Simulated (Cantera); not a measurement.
Cantera run, input and output.

```python
import numpy as np
import cantera as ct

gas = ct.Solution("gri30.yaml")
gas.TPX = 898, 13332, {'CO': 0.0035, 'O2': 0.0033, 'H2O': 0.0014, 'N2': 1}
reactor = ct.IdealGasConstPressureReactor(gas, energy="off", clone=False)
net = ct.ReactorNet([reactor])
net.rtol, net.atol = 1e-08, 1e-18
show = ['CO', 'O2', 'H2O', 'NO2', 'HO2', 'CO2', 'H']
times = np.geomspace(9e-05, 50, 15)

steps = ct.SolutionArray(gas, extra=["t"])
rows = []
print(f"{'t/s':>10s}{'T/K':>9s}{'P/Pa':>11s}" + "".join(f"{s:>11s}" for s in show))
for t in times:
    while net.time < t:
        t_next = net.step()
        steps.append(gas.state, t=t_next)
    rows.append([np.interp(t, steps.t, y) for y in (steps.T, steps.P, *steps(*show).X.T)])
    print(f"{t:10.3e}{rows[-1][0]:9.1f}{rows[-1][1]:11.4g}" + "".join(f"{x:11.3e}" for x in rows[-1][2:]))
rate = np.gradient(steps.T, steps.t)
print("integrator steps:", len(steps.t))
if steps.T.max() > steps.T[0] + 200:
    print(f"time of steepest temperature rise: {steps.t[rate.argmax()]:.4e} s")
gas.TPX = 898, 13332, {'CO': 0.0035, 'O2': 0.0033, 'H2O': 0.0014, 'N2': 1}
gas.equilibrate("TP")
print(f"equilibrium (TP): T = {gas.T:.1f} K  " + "  ".join(f"{s} {gas[s].X[0]:.3e}" for s in show))
```

It prints:

```
       t/s      T/K       P/Pa         CO         O2        H2O        NO2        HO2        CO2          H
 9.000e-05    898.0  1.333e+04  3.472e-03  3.273e-03  1.389e-03  1.328e-40  1.289e-18  1.063e-14  3.246e-19
 2.315e-04    898.0  1.333e+04  3.472e-03  3.273e-03  1.389e-03  1.133e-39  3.326e-18  2.734e-14  2.343e-18
 5.955e-04    898.0  1.333e+04  3.472e-03  3.273e-03  1.389e-03  1.740e-38  8.849e-18  7.038e-14  2.604e-17
 1.532e-03    898.0  1.333e+04  3.472e-03  3.273e-03  1.389e-03  3.001e-37  2.972e-17  1.814e-13  2.797e-16
 3.941e-03    898.0  1.333e+04  3.472e-03  3.273e-03  1.389e-03  6.341e-36  2.441e-16  4.696e-13  2.632e-15
 1.014e-02    898.0  1.333e+04  3.472e-03  3.273e-03  1.389e-03  1.870e-34  4.026e-15  1.235e-12  1.935e-14
 2.608e-02    898.0  1.333e+04  3.472e-03  3.273e-03  1.389e-03  1.255e-32  6.131e-14  3.418e-12  1.089e-13
 6.708e-02    898.0  1.333e+04  3.472e-03  3.273e-03  1.389e-03  2.031e-30  7.469e-13  1.102e-11  4.840e-13
 1.726e-01    898.0  1.333e+04  3.472e-03  3.273e-03  1.389e-03  4.210e-28  7.843e-12  5.068e-11  2.110e-12
 4.439e-01    898.0  1.333e+04  3.472e-03  3.273e-03  1.389e-03  2.346e-25  1.136e-10  5.202e-10  1.748e-11
 1.142e+00    898.0  1.333e+04  3.471e-03  3.273e-03  1.389e-03  1.072e-19  1.203e-08  5.625e-08  1.796e-09
 2.937e+00    898.0  1.333e+04  2.296e-03  2.687e-03  1.362e-03  2.190e-12  2.168e-07  1.177e-03  1.192e-05
 7.556e+00    898.0  1.333e+04  3.875e-04  1.735e-03  1.382e-03  1.632e-11  1.244e-07  3.089e-03  1.684e-06
 1.944e+01    898.0  1.333e+04  5.372e-05  1.567e-03  1.390e-03  1.202e-10  6.661e-08  3.424e-03  1.038e-07
 5.000e+01    898.0  1.333e+04  7.308e-06  1.544e-03  1.391e-03  5.401e-10  2.196e-08  3.470e-03  5.799e-09
integrator steps: 1163
equilibrium (TP): T = 898.0 K  CO 3.123e-13  O2 1.540e-03  H2O 1.391e-03  NO2 3.214e-09  HO2 2.704e-13  CO2 3.478e-03  H 1.626e-16
```

Cantera simulation using GRI-Mech 3.0 (53 species, 325 reactions); the numbers are that mechanism's predictions, not measurements.
